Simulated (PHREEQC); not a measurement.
Alkaline etch or developer (model solution)

A solution holds 0.051 mol/kgw NaOH, 0.00032 mol/kgw Na2SiO3 and 0.081 mol/kgw KCl, at 70 °C. Closed to the air; pH follows from the charge balance.

Model: ion-association model, phreeqc.dat, run in PHREEQC.

No solid was allowed to form.

Predict the pH.

pH 11.36.

In which forms is Si present?

H3SiO4- 75 %, H2SiO4-2 25 % of the Si.

Species that the database lacks are ignored. At this temperature some constants are extrapolated from 25 °C, and those without enthalpy data are left unchanged.
